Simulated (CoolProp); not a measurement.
A single-stage vapour-compression cycle with the fluid: evaporating at 259.15 K (dew point), condensing at 306.15 K (bubble point), superheat 0 K, subcooling 0 K, compressor efficiency 0.7, no pressure losses. The same conditions are run with several fluids, on thermodynamics alone (safety and materials aside).

Computed with CoolProp (reference Helmholtz-energy equation of state of each fluid (R227EA: Lemmon 2016; R141b: Lemmon 2006; R1132(E): Akasaka 2024; vinyl chloride: Thol 2022; R123: Younglove 1994; R245ca: Zhou 2016)).

Task: Rank R227EA, R141b, R1132(E), vinyl chloride, R123, R245ca by cooling COP, highest first.

Result: R141b (3.34), vinyl chloride (3.30), R123 (3.26), R245ca (3.18), R1132(E) (2.91), R227EA (2.76)

```tsv
fluid	pressure ratio	discharge temperature (K)	refrigerating effect (kJ/kg)	volumetric capacity (kJ/m³)
R227EA	5.15	306.1	77.1	719
R141b	7.36	336.8	190	149
R1132(E)	3.94	340.5	183	3130
vinyl chloride	4.94	361.8	284	857
R123	7.37	326.4	140	166
R245ca	8.14	320.2	162	169
```

The compression ends wet for: R227EA.
